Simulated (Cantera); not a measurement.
Feed: 1 mol CF4, 1.6 mol HCl, 0.13 mol H2, 0.45 mol Si, at 750 °C and 300 Pa.

These are equilibrium values from Cantera (NASA tables, ideal gas, pure condensed phases), not measurements of a reactor. Gases not in the tables: C2F6 and larger saturated fluorocarbons. Rates play no part.

| species | before | after |
|---|---|---|
| HF | 0.315 | 0.454 |
| Cl | 0.00331 | 0.387 |
| SiF4 | 0.152 | 0.111 |
| HCl | 0.312 | 0.00451 |
| F | <1e-9 | 0.0173 |
| CF2 | 6.89e-9 | 0.0137 |
| Cl2 | 0.111 | 0.00122 |
| CF4 | 0.105 | 0.0106 |
| CF | <1e-9 | 6.25e-5 |
| CF3 | 4.97e-9 | 0.000290 |
| SiF3 | <1e-9 | 2.58e-5 |
| ClF | 6.33e-8 | 0.000101 |
| CCl2F2 | 7.51e-5 | 7.84e-8 |
| CClF3 | 0.00252 | 3.50e-5 |
| C(graphite), mol | 0.682 | 0.900 |
Gas species are given as mole fractions.

Problem. Which change was made?
A. Si from 0.45 to 0.73 mol
B. temperature from 750 °C to 1677 °C
C. HCl from 1.6 to 0.017 mol
D. pressure from 300 Pa to 133 Pa

Solution. B, temperature from 750 °C to 1677 °C. The tables' values for SiF3 are old estimates; treat these amounts as uncertain
